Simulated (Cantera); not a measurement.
Input: 1 mol SiH2Cl2, 0.8 mol NH3, 8.4 mol N2, equilibrated at 1502 °C and 750 Torr.

Equilibrium computed with Cantera from the NASA thermochemical tables; the gas is ideal and each condensed phase is pure. The tables' values for SiCl3 are old estimates; treat these amounts as uncertain. Kinetics and transport are ignored.

```
species          before     after
-------------  --------  --------
N2                0.724     0.726
H2                0.128     0.149
HCl               0.127    0.0767
SiCl2            0.0162    0.0454
Si              8.81e-8   2.14e-5
SiCl4           0.00110   3.56e-5
SiCl            3.15e-6   8.21e-5
SiHCl3         0.000262   1.64e-5
SiH2Cl2         1.12e-5   1.35e-6
H              0.000104  0.000582
Si3N4(s), mol     0.254     0.152
```
Gas species are given as mole fractions.

What was changed between the two runs?
(A) N2 from 8.4 to 2.5 mol
(B) pressure from 750 Torr to 27.8 Torr
(C) temperature from 1502 °C to 877 °C
(D) temperature from 1502 °C to 525 °C

B, pressure from 750 Torr to 27.8 Torr. The tables' values for SiCl3, SiCl are old estimates; treat these amounts as uncertain
